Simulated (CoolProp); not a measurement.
Properties of toluene at several states.

Computed with CoolProp (reference Helmholtz-energy equation of state, Lemmon 2006). It is a short technical equation, of lower accuracy than the large ones.

```
T (°C)  p (bar)   phase       Z  isothermal compressibility (1/MPa)  Prandtl number
------  -------  ------  ------  ----------------------------------  --------------
142.85    0.778     gas  0.9770                               13.16           0.729
143.75     99.3  liquid  0.3472                            0.001994            4.37
275.25     1.37     gas  0.9842                               7.418           0.717
```

Viscosity comes from a separate model (Avgeri 2015). Thermal conductivity comes from a separate model (Assael 2012).
